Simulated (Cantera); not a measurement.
# SiH4 + C2H4 + H2 (silicon carbide growth)

Feed: 1 mol SiH4, 0.19 mol C2H4, 15 mol H2, at 1000 Pa.

Cantera equilibrium calculation (NASA polynomials, part measured and part estimated; ideal gas, pure solids and liquids). Candidate condensed phases: C, C6H6, C7H8, C8H18, Si, SiC; 87 gas species. Mutual solubility and eutectic melting of coexisting phases are not modelled. Gases not in the tables: Si2H6 and higher silanes. Kinetics and transport are ignored.

```json
[
 {"T (K)": "1675", "x H2": "0.999", "x H": "0.00116", "x Si": "4.34e-5", "x Si2C": "2.25e-7", "x SiC2": "5.21e-11", "x C2H2 (acetylene)": "1.05e-8", "x SiH": "7.28e-6", "n Si(s)": "0.619", "n SiC(s)": "0.380", "n Si(l)": "0"},
 {"T (K)": "1725", "x H2": "0.998", "x H": "0.00186", "x Si": "0.000102", "x Si2C": "7.10e-7", "x SiC2": "2.65e-10", "x C2H2 (acetylene)": "2.61e-8", "x SiH": "1.45e-5", "n Si(s)": "0", "n SiC(s)": "0.380", "n Si(l)": "0.618"},
 {"T (K)": "1775", "x H2": "0.997", "x H": "0.00289", "x Si": "0.000220", "x Si2C": "2.04e-6", "x SiC2": "1.27e-9", "x C2H2 (acetylene)": "6.53e-8", "x SiH": "2.69e-5", "n Si(s)": "0", "n SiC(s)": "0.380", "n Si(l)": "0.615"},
 {"T (K)": "1825", "x H2": "0.995", "x H": "0.00439", "x Si": "0.000455", "x Si2C": "5.51e-6", "x SiC2": "5.56e-9", "x C2H2 (acetylene)": "1.55e-7", "x SiH": "4.82e-5", "n Si(s)": "0", "n SiC(s)": "0.380", "n Si(l)": "0.610"},
 {"T (K)": "1875", "x H2": "0.992", "x H": "0.00653", "x Si": "0.000906", "x Si2C": "1.41e-5", "x SiC2": "2.25e-8", "x C2H2 (acetylene)": "3.52e-7", "x SiH": "8.36e-5", "n Si(s)": "0", "n SiC(s)": "0.380", "n Si(l)": "0.601"},
 {"T (K)": "1925", "x H2": "0.988", "x H": "0.00950", "x Si": "0.00174", "x Si2C": "3.43e-5", "x SiC2": "8.45e-8", "x C2H2 (acetylene)": "7.65e-7", "x SiH": "0.000141", "n Si(s)": "0", "n SiC(s)": "0.379", "n Si(l)": "0.585"},
 {"T (K)": "1975", "x H2": "0.983", "x H": "0.0136", "x Si": "0.00323", "x Si2C": "7.96e-5", "x SiC2": "2.96e-7", "x C2H2 (acetylene)": "1.59e-6", "x SiH": "0.000231", "n Si(s)": "0", "n SiC(s)": "0.379", "n Si(l)": "0.555"},
 {"T (K)": "2025", "x H2": "0.974", "x H": "0.0190", "x Si": "0.00582", "x Si2C": "0.000177", "x SiC2": "9.76e-7", "x C2H2 (acetylene)": "3.18e-6", "x SiH": "0.000368", "n Si(s)": "0", "n SiC(s)": "0.377", "n Si(l)": "0.503"},
 {"T (K)": "2075", "x H2": "0.962", "x H": "0.0261", "x Si": "0.0102", "x Si2C": "0.000379", "x SiC2": "3.03e-6", "x C2H2 (acetylene)": "6.13e-6", "x SiH": "0.000572", "n Si(s)": "0", "n SiC(s)": "0.373", "n Si(l)": "0.413"},
 {"T (K)": "2125", "x H2": "0.945", "x H": "0.0353", "x Si": "0.0174", "x Si2C": "0.000780", "x SiC2": "8.90e-6", "x C2H2 (acetylene)": "1.14e-5", "x SiH": "0.000869", "n Si(s)": "0", "n SiC(s)": "0.365", "n Si(l)": "0.263"},
 {"T (K)": "2175", "x H2": "0.921", "x H": "0.0468", "x Si": "0.0289", "x Si2C": "0.00155", "x SiC2": "2.49e-5", "x C2H2 (acetylene)": "2.03e-5", "x SiH": "0.00129", "n Si(s)": "0", "n SiC(s)": "0.350", "n Si(l)": "0.0129"},
 {"T (K)": "2225", "x H2": "0.905", "x H": "0.0616", "x Si": "0.0297", "x Si2C": "0.00189", "x SiC2": "0.000105", "x C2H2 (acetylene)": "8.86e-5", "x SiH": "0.00119", "n Si(s)": "0", "n SiC(s)": "0.338", "n Si(l)": "0"},
 {"T (K)": "2275", "x H2": "0.885", "x H": "0.0799", "x Si": "0.0302", "x Si2C": "0.00227", "x SiC2": "0.000416", "x C2H2 (acetylene)": "0.000368", "x SiH": "0.00109", "n Si(s)": "0", "n SiC(s)": "0.308", "n Si(l)": "0"},
 {"T (K)": "2325", "x H2": "0.859", "x H": "0.102", "x Si": "0.0322", "x Si2C": "0.00283", "x SiC2": "0.00149", "x C2H2 (acetylene)": "0.00129", "x SiH": "0.00105", "n Si(s)": "0", "n SiC(s)": "0.220", "n Si(l)": "0"}
]
```
x: gas mole fraction; n: condensed amount in mol.

At 1675 K the condensed part is Si(s) + SiC(s). From 1725 K to 2175 K the condensed part is Si(l) + SiC(s). From 2225 K to 2325 K the condensed part is SiC(s). The main Si-bearing gas is Si throughout. The share of Si in condensed phases is highest at 1675 K (99.9 %) and lowest at 2325 K (22.0 %).
